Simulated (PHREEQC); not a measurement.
A PHREEQC input (ion-association model, phreeqc.dat):

```
SOLUTION 1
  temp 20
  units mg/L
  pH 7.79
  pe 12.4
  Na 6.73
  K 3.19 charge
  Ca 13.6
  Mg 0.0823
  Cl 1.45
  S(6) 5.78 as SO4
  Alkalinity 58.4 as HCO3
  B 0.162
  Zn 0.00941
END
USE solution 1
EQUILIBRIUM_PHASES 1
  Gypsum 0 0
  CO2(g) -2 10
END
```

The run finishes without an error or a warning.

Its last state differs from that of the intended input:

```csv
quantity,as run,intended
ionic strength (mol/kgw),0.00151,0.00148
KSO4- (mol/kgw),4.37e-8,2.55e-8
```

**Question.** One thing in the input isn't as intended. What explains the difference?

**Answer.** This is not unique; one that fits is The fault: charge balance asked on the minor ion K. The line should read `K 3.19` where the input has `K 3.19 charge`.
